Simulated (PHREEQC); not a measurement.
# Brine

Make-up at 25 °C and 100 atm: 1.1 mol LiBr and 0.13 mol MgSO4 per kg of water. Closed to the air; pH follows from the charge balance.

Model: Pitzer model, pitzer.dat, run in PHREEQC.

Each row changes one thing in this solution. This is a speciation only: nothing precipitates in the calculation.

```json
[
 {"case": "as made", "MgOH+ (mol/kgw)": "4.85e-7", "HSO4- (mol/kgw)": "3.70e-7", "SI of Epsomite (MgSO4:7H2O)": "-1.86", "SI of Hexahydrite (MgSO4:6H2O)": "-2.12"},
 {"case": "MgSO4 from 0.13 to 0.013 mol/kgw", "MgOH+ (mol/kgw)": "(withheld)", "HSO4- (mol/kgw)": "(withheld)", "SI of Epsomite (MgSO4:7H2O)": "-3.64", "SI of Hexahydrite (MgSO4:6H2O)": "-3.91"},
 {"case": "temperature from 25 to 20 °C", "MgOH+ (mol/kgw)": "3.74e-7", "HSO4- (mol/kgw)": "2.74e-7", "SI of Epsomite (MgSO4:7H2O)": "-1.80", "SI of Hexahydrite (MgSO4:6H2O)": "-2.12"},
 {"case": "LiBr replaced by NaBr at the same molality", "MgOH+ (mol/kgw)": "4.47e-7", "HSO4- (mol/kgw)": "2.38e-7", "SI of Epsomite (MgSO4:7H2O)": "-1.95", "SI of Hexahydrite (MgSO4:6H2O)": "(withheld)"},
 {"case": "diluted 10-fold with water", "MgOH+ (mol/kgw)": "7.29e-8", "HSO4- (mol/kgw)": "4.93e-8", "SI of Epsomite (MgSO4:7H2O)": "-3.08", "SI of Hexahydrite (MgSO4:6H2O)": "-3.37"},
 {"case": "diluted 2-fold with water", "MgOH+ (mol/kgw)": "(withheld)", "HSO4- (mol/kgw)": "1.86e-7", "SI of Epsomite (MgSO4:7H2O)": "-2.24", "SI of Hexahydrite (MgSO4:6H2O)": "-2.52"},
 {"case": "LiBr left out", "MgOH+ (mol/kgw)": "4.04e-7", "HSO4- (mol/kgw)": "3.12e-7", "SI of Epsomite (MgSO4:7H2O)": "-1.61", "SI of Hexahydrite (MgSO4:6H2O)": "-1.90"}
]
```

Task: Some entries are withheld; supply them.

Result: 
- MgSO4 from 0.13 to 0.013 mol/kgw, MgOH+ (mol/kgw): 7.04e-8
- MgSO4 from 0.13 to 0.013 mol/kgw, HSO4- (mol/kgw): 3.98e-8
- LiBr replaced by NaBr at the same molality, SI of Hexahydrite (MgSO4:6H2O): -2.21
- diluted 2-fold with water, MgOH+ (mol/kgw): 2.58e-7

Species that the database lacks are ignored. Under pressure, the constants of complexes without a molar volume in the database are unreliable.
